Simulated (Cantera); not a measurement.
An adiabatic, constant-volume homogeneous reactor starts with 2.70 % CH4, 0.270 % H2, 17.3 % O2, 65.1 % N2, 14.6 % H2O, equivalence ratio 0.32, at 1425 K and 9.87 atm.

Computed with Cantera and GRI-Mech 3.0 (53 species, 325 reactions).

**Question.** Predict: time of steepest temperature rise; temperature at 0.800 s; equilibrium temperature; x(H2) at 0.800 s; x(O2) at 0.800 s; x(OH) at 0.800 s; x(H2O) at 0.800 s.

**Answer.** 
```json
{
 "time_of_steepest_temperature_rise": "0.193 ms",
 "temperature at 0.800 s": "2116 K",
 "equilibrium_temperature": "2116 K",
 "x(H2) at 0.800 s": "0.000103 (gas-phase equilibrium 0.000103)",
 "x(O2) at 0.800 s": "0.114 (gas-phase equilibrium 0.114)",
 "x(OH) at 0.800 s": "0.00218 (gas-phase equilibrium 0.00218)",
 "x(H2O) at 0.800 s": "0.202 (gas-phase equilibrium 0.202)"
}
```
